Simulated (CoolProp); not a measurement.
Vapour-liquid equilibrium of R125 (1) + ethanol (2) at 1.81 bar; x and y are mole fractions of (1).

Values from CoolProp's multi-fluid Helmholtz-energy mixture model, Lemmon 2005 and Schroeder 2014; pair parameters Bell 2016.

Task: Give the bubble temperature and the first vapour's composition at x = 0.125, 0.65, 0.725. Is there an azeotrope?

Result: x = 0.125: 268.2 K, y = 0.994; x = 0.65: 243.1 K, y = 0.999; x = 0.725: 242.2 K, y = 1.000. No azeotrope shows between x = 0.05 and 0.95.

The pair parameters rest on a limited set of measurements; away from them the model extrapolates. With so large a gap from Raoult's law the liquid may split in two, which this calculation doesn't test in full.
